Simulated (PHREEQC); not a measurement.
Make-up at 69 °C: 71 mmol/kgw CdCl2, 40 mmol/kgw NaCl and 1.7 mmol/kgw FeSO4. It is in equilibrium with CO2 at log p = -3.4 (atm). Otherwise closed; pH follows from the charge balance.

All values are PHREEQC results (ion-association model, phreeqc.dat), not measurements.

This is a speciation only: nothing precipitates in the calculation.

Problem. Order these C species by the share of C that they hold, largest first: HCO3-, NaHCO3, FeHCO3+, CdHCO3+, CO2.

Solution. CO2 (88 %), HCO3- (10 %), CdHCO3+ (1.2 %), FeHCO3+ (0.55 %), NaHCO3 (0.10 %)

Problem. Order these Cl species by the share of Cl that they hold, largest first: CdCl2, CdCl+, CdCl3-, Cl-.

Solution. Cl- (60 %), CdCl+ (24 %), CdCl2 (14 %), CdCl3- (2.5 %)

The pH is 5.23 and the ionic strength 0.127 mol/kgw. Species that the database lacks are ignored. At this temperature some constants are extrapolated from 25 °C, and those without enthalpy data are left unchanged.
